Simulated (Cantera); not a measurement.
**Abatement and gas-phase synthesis: S + H2O + H2**

A closed system holds: 1 mol S, 0.34 mol H2O, 0.041 mol H2, held at 10.0 Torr.

Cantera equilibrium calculation (NASA polynomials, part measured and part estimated; ideal gas, pure solids and liquids). Candidate condensed phases: H2O, H2SO4, S; 19 gas species. The numbers say what is thermodynamically allowed, not how fast it happens.

```csv
T (°C),x S,x H,x S2,x H2,x SO,x H2O,x O,x SO2,x SH,x OH
2002,0.0774,0.0363,0.332,0.244,0.126,0.0830,0.000196,0.0580,0.0348,0.00192
2077,0.106,0.0526,0.297,0.237,0.142,0.0692,0.000396,0.0514,0.0367,0.00265
2152,0.140,0.0737,0.259,0.226,0.155,0.0567,0.000762,0.0446,0.0376,0.00351
2227,0.178,0.0996,0.220,0.209,0.164,0.0455,0.00140,0.0380,0.0371,0.00449
2302,0.219,0.130,0.180,0.189,0.169,0.0357,0.00250,0.0319,0.0353,0.00556
2377,0.259,0.165,0.142,0.165,0.171,0.0274,0.00430,0.0265,0.0323,0.00669
2452,0.297,0.201,0.108,0.139,0.168,0.0206,0.00722,0.0219,0.0283,0.00783
2527,0.329,0.238,0.0790,0.113,0.162,0.0150,0.0118,0.0179,0.0238,0.00891
2602,0.355,0.272,0.0565,0.0883,0.153,0.0106,0.0188,0.0144,0.0193,0.00979
2677,0.377,0.302,0.0398,0.0666,0.141,0.00713,0.0288,0.0112,0.0152,0.0103
2752,0.394,0.325,0.0279,0.0486,0.126,0.00455,0.0422,0.00831,0.0117,0.0103
2827,0.409,0.342,0.0197,0.0345,0.108,0.00274,0.0585,0.00577,0.00891,0.00973
```
x: gas mole fraction; nothing condenses.

From 2002 °C to 2827 °C nothing is condensed.
